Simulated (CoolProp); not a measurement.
Vapour-liquid equilibrium of fluoroethane (R161) (1) + R1234yf (2) at 16.9 bar; x and y are mole fractions of (1).

Model: multi-fluid Helmholtz-energy mixture model, Wu 2012 and Lemmon 2022; pair parameters Bell 2016, in CoolProp.

Problem. Give the bubble temperature and the first vapour's composition at x = 0.05, 0.125, 0.35. Is there an azeotrope?

Solution. x = 0.05: 60.4 °C, y = 0.061; x = 0.125: 59.2 °C, y = 0.150; x = 0.35: 55.8 °C, y = 0.397. No azeotrope shows between x = 0.05 and 0.95.

The pair parameters rest on a limited set of measurements; away from them the model extrapolates.
